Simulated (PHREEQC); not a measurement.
Make-up at 20 °C: 0.019 mol/kgw HF and 0.022 mol/kgw NH4HF2. Closed to the air; pH follows from the charge balance.

Computed with PHREEQC (ion-association model, phreeqc.dat).

Precipitation was switched off in this run.

Q: What pH does the model give?

A: pH 2.83.

Q: In which forms is F present?

A: HF 58 %, F- 33 %, HF2- 8.9 % of the F.
